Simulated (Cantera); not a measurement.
Cantera run:

```python
import numpy as np
import cantera as ct

gas_names = [...]  # 87 gases of nasa_gas.yaml made of C, H, Si
cond_names = """
    C(gr) C6H6(L) C7H8(L) C8H18(L),n-octa Si(cr) Si(L) SiC(b)
""".split()


# ... load() reads the species with a 1 bar reference pressure and builds the phases ...
atoms = {
    'CH3SiH3': {'C': 1, 'H': 6, 'Si': 1},
    'H2': {'H': 2},
}
top_T = {'C(gr)': 4500, 'SiC(b)': 3050}  # K; cautious upper limits of use, not melting points


# ... equilibrate(T, P, feed) seeds the gas with the atoms and calls Mixture.equilibrate('TP', solver="vcs", rtol=1e-11, max_steps=5000) ...
results = []
feed = {'CH3SiH3': 1, 'H2': 1700}  # mol
P = 13332.2  # Pa
for T in [2023, 2073, 2123, 2173, 2223, 2273, 2323, 2373, 2423, 2473]:
    mix = equilibrate(T, P, feed)
    results.append((T, P, feed, dict(zip(mix.species_names, mix.species_moles))))
    x = sorted(zip(gas.X, gas.species_names), reverse=True)
    print(f"T = {T:g} K  P = {P:g} Pa  gas = {mix.phase_moles(0):.4g} mol")
    print("   x: " + "  ".join(f"{s} {v:.3e}" for v, s in x if v > 1e-06))
    print("   condensed (mol): " + ("  ".join(f"{mix.phase(i).name} {mix.phase_moles(i):.4g}"
          for i in range(1, mix.n_phases) if mix.phase_moles(i) > 1e-12) or "none"))
```

Result:

```
T = 2023 K  P = 13332.2 Pa  gas = 1708 mol
   x: H2 9.946e-01  H 5.187e-03  Si 9.413e-05  C2H2,acetylene 6.495e-05  SiH2 2.651e-05  SiH 2.205e-05  CH4 1.425e-05  Si2C 2.840e-06  CH3 1.466e-06
   condensed (mol): SiC(b) 0.7452
T = 2073 K  P = 13332.2 Pa  gas = 1709 mol
   x: H2 9.924e-01  H 7.176e-03  Si 1.716e-04  C2H2,acetylene 1.168e-04  SiH2 3.611e-05  SiH 3.591e-05  CH4 1.433e-05  Si2C 6.329e-06  CH3 2.028e-06
   condensed (mol): SiC(b) 0.5583
T = 2123 K  P = 13332.2 Pa  gas = 1712 mol
   x: H2 9.896e-01  H 9.774e-03  Si 3.048e-04  C2H2,acetylene 2.030e-04  SiH 5.722e-05  SiH2 4.852e-05  CH4 1.436e-05  Si2C 1.359e-05  CH3 2.754e-06  SiC2 2.677e-06
   condensed (mol): SiC(b) 0.2422
T = 2173 K  P = 13332.2 Pa  gas = 1715 mol
   x: H2 9.860e-01  H 1.312e-02  Si 4.212e-04  C2H2,acetylene 2.706e-04  SiH 7.128e-05  SiH2 5.135e-05  Si2C 1.596e-05  CH4 1.275e-05  SiC2 4.537e-06  CH3 3.266e-06  Si2 1.269e-06
   condensed (mol): none
T = 2223 K  P = 13332.2 Pa  gas = 1719 mol
   x: H2 9.818e-01  H 1.738e-02  Si 4.453e-04  C2H2,acetylene 2.743e-04  SiH 6.821e-05  SiH2 4.205e-05  CH4 9.981e-06  Si2C 9.838e-06  SiC2 4.493e-06  CH3 3.371e-06
   condensed (mol): none
T = 2273 K  P = 13332.2 Pa  gas = 1723 mol
   x: H2 9.764e-01  H 2.273e-02  Si 4.635e-04  C2H2,acetylene 2.765e-04  SiH 6.450e-05  SiH2 3.424e-05  CH4 7.867e-06  Si2C 6.022e-06  SiC2 4.373e-06  CH3 3.460e-06
   condensed (mol): none
T = 2323 K  P = 13332.2 Pa  gas = 1729 mol
   x: H2 9.698e-01  H 2.937e-02  Si 4.772e-04  C2H2,acetylene 2.774e-04  SiH 6.051e-05  SiH2 2.783e-05  CH4 6.241e-06  SiC2 4.210e-06  Si2C 3.690e-06  CH3 3.534e-06
   condensed (mol): none
T = 2373 K  P = 13332.2 Pa  gas = 1736 mol
   x: H2 9.616e-01  H 3.751e-02  Si 4.874e-04  C2H2,acetylene 2.774e-04  SiH 5.648e-05  SiH2 2.262e-05  CH4 4.981e-06  SiC2 4.026e-06  CH3 3.594e-06  Si2C 2.275e-06
   condensed (mol): none
T = 2423 K  P = 13332.2 Pa  gas = 1745 mol
   x: H2 9.518e-01  H 4.738e-02  Si 4.947e-04  C2H2,acetylene 2.767e-04  SiH 5.253e-05  SiH2 1.840e-05  CH4 3.996e-06  SiC2 3.833e-06  CH3 3.640e-06  Si2C 1.416e-06
   condensed (mol): none
T = 2473 K  P = 13332.2 Pa  gas = 1756 mol
   x: H2 9.399e-01  H 5.921e-02  Si 4.999e-04  C2H2,acetylene 2.753e-04  SiH 4.873e-05  SiH2 1.500e-05  CH3 3.670e-06  SiC2 3.641e-06  CH4 3.219e-06  C2H 1.175e-06
   condensed (mol): none
```

These are equilibrium values from Cantera (NASA tables, ideal gas, pure condensed phases), not measurements of a reactor. The feed counts by its element totals alone. Gases not in the tables: Si2H6 and higher silanes.
